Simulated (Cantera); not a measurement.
A Cantera script and what it prints.

```python
import numpy as np
import cantera as ct

gas_names = """
    C CN CO CO2 C2 CCN CNC C2N2 C2O C3 C3O2 C4 C4N2 C5 N NCO NO NO2 NO3 N2 N2O O O2 O3 Pb PbO Pb2
""".split()
cond_names = """
    C(gr) Pb(cr) Pb(L) PbO(rd) PbO(yw) PbO(L) PbO2(s) Pb3O4(s)
""".split()


# ... load() reads the species with a 1 bar reference pressure and builds the phases ...
atoms = {
    'Pb': {'Pb': 1},
    'CO': {'C': 1, 'O': 1},
    'N2': {'N': 2},
}
top_T = {'C(gr)': 4500, 'Pb3O4(s)': 820}  # K; cautious upper limits of use, not melting points


# ... equilibrate(T, P, feed) seeds the gas with the atoms and calls Mixture.equilibrate('TP', solver="vcs", rtol=1e-11, max_steps=5000) ...
results = []
feed = {'Pb': 1, 'CO': 0.087, 'N2': 0.44}  # mol
P = 133.322  # Pa
for T in [775, 800, 825, 850, 875, 900, 925, 950, 975, 1000]:
    mix = equilibrate(T, P, feed)
    results.append((T, P, feed, dict(zip(mix.species_names, mix.species_moles))))
    x = sorted(zip(gas.X, gas.species_names), reverse=True)
    print(f"T = {T:g} K  P = {P:g} Pa  gas = {mix.phase_moles(0):.4g} mol")
    print("   x: " + "  ".join(f"{s} {v:.3e}" for v, s in x if v > 1e-06))
    print("   condensed (mol): " + ("  ".join(f"{mix.phase(i).name} {mix.phase_moles(i):.4g}"
          for i in range(1, mix.n_phases) if mix.phase_moles(i) > 1e-12) or "none"))
```

Result:

```
T = 775 K  P = 133.322 Pa  gas = 0.5233 mol
   x: N2 8.408e-01  CO 1.522e-01  CO2 7.035e-03  Pb 1.867e-05
   condensed (mol): C(gr) 0.003682  Pb(L) 1
T = 800 K  P = 133.322 Pa  gas = 0.5253 mol
   x: N2 8.377e-01  CO 1.590e-01  CO2 3.327e-03  Pb 4.608e-05
   condensed (mol): C(gr) 0.001748  Pb(L) 1
T = 825 K  P = 133.322 Pa  gas = 0.5262 mol
   x: N2 8.361e-01  CO 1.622e-01  CO2 1.580e-03  Pb 1.076e-04
   condensed (mol): C(gr) 0.0008312  Pb(L) 0.9999
T = 850 K  P = 133.322 Pa  gas = 0.5267 mol
   x: N2 8.354e-01  CO 1.636e-01  CO2 7.690e-04  Pb 2.387e-04
   condensed (mol): C(gr) 0.0004051  Pb(L) 0.9999
T = 875 K  P = 133.322 Pa  gas = 0.5271 mol
   x: N2 8.348e-01  CO 1.643e-01  Pb 5.057e-04  CO2 3.870e-04
   condensed (mol): C(gr) 0.000204  Pb(L) 0.9997
T = 900 K  P = 133.322 Pa  gas = 0.5274 mol
   x: N2 8.342e-01  CO 1.645e-01  Pb 1.027e-03  CO2 2.016e-04
   condensed (mol): C(gr) 0.0001063  Pb(L) 0.9995
T = 925 K  P = 133.322 Pa  gas = 0.528 mol
   x: N2 8.333e-01  CO 1.646e-01  Pb 2.004e-03  CO2 1.085e-04
   condensed (mol): C(gr) 5.73e-05  Pb(L) 0.9989
T = 950 K  P = 133.322 Pa  gas = 0.529 mol
   x: N2 8.318e-01  CO 1.644e-01  Pb 3.774e-03  CO2 6.026e-05
   condensed (mol): C(gr) 3.187e-05  Pb(L) 0.998
T = 975 K  P = 133.322 Pa  gas = 0.5306 mol
   x: N2 8.292e-01  CO 1.639e-01  Pb 6.876e-03  CO2 3.439e-05
   condensed (mol): C(gr) 1.825e-05  Pb(L) 0.9964
T = 1000 K  P = 133.322 Pa  gas = 0.5335 mol
   x: N2 8.248e-01  CO 1.630e-01  Pb 1.215e-02  CO2 2.011e-05
   condensed (mol): C(gr) 1.073e-05  Pb(L) 0.9935
```

Method: chemical equilibrium by Gibbs-energy minimisation in Cantera with the NASA 1993 tables (ideal gas, pure condensed phases).
